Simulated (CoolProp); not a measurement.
The numbers come from the reference Helmholtz-energy equation of state, Zhou 2011 in CoolProp.

Question: Give the vapour pressure (bar), liquid density (kg/m³), vapour Z of saturated dimethyl carbonate at 509.6, 518.7, 536.8 K.

Answer: 
| T (K) | p (bar) | liquid density (kg/m³) | vapour Z |
|---|---|---|---|
| 509.6 | 24.5 | 710 | 0.696 |
| 518.7 | 28.1 | 684 | 0.658 |
| 536.8 | 36.7 | 617 | 0.559 |
